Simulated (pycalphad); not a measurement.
An equivalent pycalphad script:

```python
from pycalphad import Database, equilibrium, calculate, variables as v
import numpy as np
db = Database('COST507.tdb')
comps = ['AL', 'SI', 'VA']
phases = ['DIAMOND_A4', 'FCC_A1', 'LIQUID']
eq = equilibrium(db, comps, phases, {v.X('SI'): 0.947, v.T: np.arange(2350, 499, -75), v.P: 101325, v.N: 1}, output=['HM', 'SM'])
```

Computed with pycalphad from the COST 507 light-alloy database (1999), at 1 atm. The database dates from 1999; later assessments differ in places, in temperatures and in the compounds included. Phase fractions are per mole of atoms.

Results at three of the temperatures:

```
T = 2275.00 K, P = 101325 Pa, N = 1 mol of atoms
G = -130714 J/mol, H = 100289 J/mol, S = 101.54 J/(mol K)  (SER reference)
chemical potentials (J/mol): Al -222142, Si -125597
phase             fraction      x(Al)      x(Si)
LIQUID              1.0000     0.0530     0.9470
```

```
T = 2125.00 K, P = 101325 Pa, N = 1 mol of atoms
G = -115621 J/mol, H = 96173 J/mol, S = 99.67 J/(mol K)  (SER reference)
chemical potentials (J/mol): Al -203371, Si -110710
phase             fraction      x(Al)      x(Si)
LIQUID              1.0000     0.0530     0.9470
```

```
T = 1750.00 K, P = 101325 Pa, N = 1 mol of atoms
G = -79213 J/mol, H = 85884 J/mol, S = 94.34 J/(mol K)  (SER reference)
chemical potentials (J/mol): Al -157971, Si -74805
phase             fraction      x(Al)      x(Si)
LIQUID              1.0000     0.0530     0.9470
```

Changes of the phase set, refined by bisection:

```tsv
T (K)	phases above	phases below
1661.7	liquid	diamond (Si) + liquid
850.2	diamond (Si) + liquid	diamond (Si) + fcc
```
